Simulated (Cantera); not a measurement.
A Cantera script and what it prints.

```python
import numpy as np
import cantera as ct

gas_names = """
    H HNO HNO2 HNO3 HO2 H2 H2O H2O2 N NH NH2 NH3 NH2OH NO NO2 NO3 N2 N2H2 N2H4 N2O O OH O2 O3 Si SiH
    SiH2 SiH3 SiH4 SiN SiO SiO2 Si2 Si2N Si3
""".split()
cond_names = """
    H2O(s) H2O(L) Si(cr) Si(L) SiO2(Lqz) SiO2(hqz) SiO2(L) Si2N2O(s) Si3N4(a)
""".split()


def load(file, names, dense=False):
    # The tables refer to 1 bar. Condensed volumes are neglected.
    table = {s.name: s for s in ct.Species.list_from_file(file)}
    out = []
    for n in names:
        d = dict(table[n].input_data)
        d["thermo"] = dict(d["thermo"], **{"reference-pressure": 1e5})
        if dense:
            d["equation-of-state"] = {"model": "constant-volume", "density": "1e6 g/cm^3"}
        out.append(ct.Species.from_dict(d))
    return out


gas = ct.Solution(thermo="ideal-gas", species=load("nasa_gas.yaml", gas_names))
cond = {s.name: ct.Solution(thermo="fixed-stoichiometry", species=[s], name=s.name)
        for s in load("nasa_condensed.yaml", cond_names, dense=True)}
atoms = {
    'Si': {'Si': 1},
    'N2O': {'N': 2, 'O': 1},
    'H2': {'H': 2},
}
top_T = {'Si2N2O(s)': 2100, 'Si3N4(a)': 2400}  # K; cautious upper limits of use, not melting points


def equilibrate(T, P, feed):
    n = {}
    for name, mol in feed.items():
        for a, k in atoms[name].items():
            n[a] = n.get(a, 0.0) + k * mol
    gas.TPX = T, P, n
    mass = sum(n.values()) * gas.mean_molecular_weight
    gas.equilibrate("TP")
    valid = [c for c in cond.values() if c.min_temp <= T <= top_T.get(c.name, c.max_temp)]
    mix = ct.Mixture([(gas, mass / gas.mean_molecular_weight)] + [(c, 0.0) for c in valid])
    mix.T, mix.P = T, P
    mix.equilibrate("TP", solver="vcs", rtol=1e-11, max_steps=5000)
    return mix


results = []
T = 1600  # K
P = 930  # Pa
for m in [5.4, 6.1, 6.9, 7.8, 8.9, 10, 11, 13, 15, 17, 19, 21, 24]:
    feed = {'Si': 1, 'N2O': 0.035, 'H2': m}  # mol
    mix = equilibrate(T, P, feed)
    results.append((T, P, feed, dict(zip(mix.species_names, mix.species_moles))))

top = {s: max(r[3][s] / sum(r[3][g] for g in gas_names) for r in results) for s in gas_names}
cols = sorted((s for s in top if top[s] > 0.001), key=lambda s: -top[s])[:9]
seen = [c for c in cond_names if any(r[3].get(c, 0) > 1e-12 for r in results)]
print("log10 of partial pressures in bar; condensed amounts in mol")
print(f"{'n(H2)':>10s}" + "".join(f"{s[:9]:>10s}" for s in cols + seen))
for T, P, feed, n in results:
    ng = sum(n[g] for g in gas_names)
    print(f"{feed['H2']:10.4g}" + "".join(f"{np.log10(max(n[s] / ng * P / 1e5, 1e-99)):10.3f}" for s in cols)
          + "".join(f"{n.get(c, 0):10.4g}" for c in seen))
```

Result:

```
log10 of partial pressures in bar; condensed amounts in mol
     n(H2)        H2        N2       SiO    Si(cr) Si2N2O(s)
       5.4    -2.036    -4.299    -4.299    0.9594  0.005536
       6.1    -2.036    -4.299    -4.299    0.9632  0.001717
       6.9    -2.036    -4.331    -4.331    0.9649         0
       7.8    -2.036    -4.384    -4.384    0.9649         0
       8.9    -2.035    -4.440    -4.440    0.9648         0
        10    -2.035    -4.491    -4.491    0.9648         0
        11    -2.035    -4.532    -4.532    0.9648         0
        13    -2.034    -4.604    -4.604    0.9648         0
        15    -2.034    -4.666    -4.666    0.9647         0
        17    -2.034    -4.720    -4.720    0.9647         0
        19    -2.033    -4.768    -4.768    0.9647         0
        21    -2.033    -4.811    -4.811    0.9646         0
        24    -2.033    -4.869    -4.869    0.9646         0
```

Equilibrium computed with Cantera from the NASA thermochemical tables; the gas is ideal and each condensed phase is pure. Mutual solubility and eutectic melting of coexisting phases are not modelled.
